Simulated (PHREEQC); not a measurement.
Dissolve 0.059 mol/kgw HCl, 0.0072 mol/kgw CuSO4 and 0.105 mol/kgw CuCl2 at 25 °C. Closed to the air; pH follows from the charge balance.

Model: ion-association model, wateq4f.dat, run in PHREEQC.

The pH is 1.36 and the ionic strength is 0.351 mol/kgw. The activity of water is 0.993 and the total alkalinity comes out as -59.0 meq/kg.

```csv
species,molality,activity,log γ
Cl-,0.250,0.167,-0.174
Cu+2,0.0920,0.0255,-0.558
H+,0.0561,0.0436,-0.110
CuCl+,0.0170,0.0115,-0.170
HSO4-,0.00291,0.00201,-0.161
CuSO4,0.00228,0.00247,0.035
SO4-2,0.00201,0.000475,-0.627
CuCl2,0.000951,0.00103,0.035
CuCl3-,9.06e-7,6.13e-7,-0.170
CuOH+,8.59e-9,5.81e-9,-0.170
CuCl4-2,2.11e-9,5.14e-10,-0.613
```

This is a speciation only: nothing precipitates in the calculation. Species that the database lacks are ignored.
